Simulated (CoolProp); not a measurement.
Computed with CoolProp (reference Helmholtz-energy equation of state, Lemmon 2005). It is a short technical equation, of lower accuracy than the large ones.

Q: For trans-2-butene, give the phase and the cp (kJ/(kg K)) at 210.95 °C and 0.0498 MPa; 210.95 °C and 0.548 MPa.

A: 
- 210.95 °C and 0.0498 MPa: gas; cp 2.24
- 210.95 °C and 0.548 MPa: gas; cp 2.27
